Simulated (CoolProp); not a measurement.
A single-stage vapour-compression cycle with the fluid: evaporating at 273.15 K (dew point), condensing at 296.15 K (bubble point), superheat 8 K, subcooling 5 K, compressor efficiency 0.75, no pressure losses. The same conditions are run with several fluids, on thermodynamics alone (safety and materials aside).

Computed with CoolProp (reference Helmholtz-energy equation of state of each fluid (ethane: Bücker 2006; R141b: Lemmon 2006; R21: Platzer 1990; nitrous oxide: Lemmon 2006; CH2F2 (R32): Tillner-Roth 1997; dimethyl ether: Wu 2011)). The equations of Platzer and Polt are older, rougher fits.

| fluid | cooling COP | pressure ratio | discharge temperature (K) | refrigerating effect (kJ/kg) | volumetric capacity (kJ/m³) |
|---|---|---|---|---|---|
| ethane | 6.46 | 1.68 | 317.5 | 258 | 10900 |
| R141b | 8.54 | 2.59 | 316.8 | 223 | 318 |
| R21 | 8.43 | 2.40 | 328.7 | … | 738 |
| nitrous oxide | 6.63 | 1.73 | 327.2 | 204 | 16000 |
| CH2F2 (R32) | 7.89 | 1.97 | … | 293 | 6130 |
| dimethyl ether | 8.36 | … | 318.6 | 405 | 2270 |

Fill in the missing entries.


- R21, refrigerating effect (kJ/kg): 230
- CH2F2 (R32), discharge temperature (K): 331.0
- dimethyl ether, pressure ratio: 2.09
